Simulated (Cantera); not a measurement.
Cantera run:

```python
import numpy as np
import cantera as ct

gas_names = """
    CL CL2 H HCL H2 Si SiCL SiCL2 SiCL3 SiCL4 SiH SiHCL3 SiH2 SiH2CL2 SiH3 SiH3CL SiH4 Si2 Si3
""".split()
cond_names = """
    Si(cr) Si(L)
""".split()


def load(file, names, dense=False):
    # The tables refer to 1 bar. Condensed volumes are neglected.
    table = {s.name: s for s in ct.Species.list_from_file(file)}
    out = []
    for n in names:
        d = dict(table[n].input_data)
        d["thermo"] = dict(d["thermo"], **{"reference-pressure": 1e5})
        if dense:
            d["equation-of-state"] = {"model": "constant-volume", "density": "1e6 g/cm^3"}
        out.append(ct.Species.from_dict(d))
    return out


gas = ct.Solution(thermo="ideal-gas", species=load("nasa_gas.yaml", gas_names))
cond = {s.name: ct.Solution(thermo="fixed-stoichiometry", species=[s], name=s.name)
        for s in load("nasa_condensed.yaml", cond_names, dense=True)}
atoms = {
    'Si': {'Si': 1},
    'HCl': {'H': 1, 'CL': 1},
    'H2': {'H': 2},
}
top_T = {}  # K; cautious upper limits of use, not melting points


def equilibrate(T, P, feed):
    n = {}
    for name, mol in feed.items():
        for a, k in atoms[name].items():
            n[a] = n.get(a, 0.0) + k * mol
    gas.TPX = T, P, n
    mass = sum(n.values()) * gas.mean_molecular_weight
    gas.equilibrate("TP")
    valid = [c for c in cond.values() if c.min_temp <= T <= top_T.get(c.name, c.max_temp)]
    mix = ct.Mixture([(gas, mass / gas.mean_molecular_weight)] + [(c, 0.0) for c in valid])
    mix.T, mix.P = T, P
    mix.equilibrate("TP", solver="vcs", rtol=1e-11, max_steps=5000)
    return mix


results = []
feed = {'Si': 1, 'HCl': 3.2, 'H2': 0.47}  # mol
T = 948  # K
P = 101325  # Pa
mix = equilibrate(T, P, feed)
results.append((T, P, feed, dict(zip(mix.species_names, mix.species_moles))))
print(gas.report(threshold=1e-05))
for i in range(1, mix.n_phases):
    print(f"{mix.phase(i).name:16s} {mix.phase_moles(i):12.5e} mol")
```

Output:

```
       temperature   948 K
          pressure   1.0132e+05 Pa
           density   0.64889 kg/m^3
  mean mol. weight   50.478 kg/kmol
   phase of matter   gas

                          1 kg             1 kmol
                     ---------------   ---------------
          enthalpy       -3.0721e+06       -1.5507e+08  J
   internal energy       -3.2282e+06       -1.6295e+08  J
           entropy            5067.8        2.5581e+05  J/K
    Gibbs function       -7.8763e+06       -3.9758e+08  J
 heat capacity c_p            1043.9             52692  J/K
 heat capacity c_v            879.16             44378  J/K

                      mass frac. Y      mole frac. X     chem. pot. / RT
                     ---------------   ---------------   ---------------
               HCL         0.0054793         0.0075863           -40.724
                H2          0.027382           0.68561           -17.739
             SiCL2        0.00025055        0.00012777           -67.264
             SiCL3         0.0023984        0.00090054           -99.119
             SiCL4           0.72273           0.21474           -130.97
            SiHCL3           0.23451          0.087398           -107.99
           SiH2CL2         0.0072045         0.0036006           -85.003
            SiH3CL        4.8824e-05        3.7028e-05           -62.018
     [  +11 minor]        1.0719e-07        1.6889e-07

Si(cr)            1.37991e-01 mol
```

Cantera equilibrium calculation (NASA polynomials, part measured and part estimated; ideal gas, pure solids and liquids). The tables' values for SiCl3 are old estimates; treat these amounts as uncertain.
